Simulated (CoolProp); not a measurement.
The fluid at 411.56 K and 0.0447 MPa expands adiabatically to 0.00434 MPa with isentropic efficiency 1. The same conditions are run with several fluids, on thermodynamics alone (safety and materials aside).

Values from CoolProp's reference Helmholtz-energy equation of state of each fluid (octamethyltrisiloxane (MDM): Thol 2017; trans-2-butene: Lemmon 2005; water: Wagner 2002; carbon monoxide: Lemmon 2006; 1,2-dichloroethane: Thol 2015).

**Question.** Rank octamethyltrisiloxane (MDM), trans-2-butene, water, carbon monoxide, 1,2-dichloroethane by work (kJ/kg), highest first.

**Answer.** water (355), carbon monoxide (208), trans-2-butene (130), 1,2-dichloroethane (72.2), octamethyltrisiloxane (MDM) (32.4)

```csv
fluid,final temperature (K),final phase,final density (kg/m³)
octamethyltrisiloxane (MDM),391.2,gas,0.317
trans-2-butene,341.1,gas,0.0859
water,303.5,"two-phase, vapour fraction 0.937",0.0331
carbon monoxide,211.7,gas,0.0691
"1,2-dichloroethane",330.2,gas,0.157
```
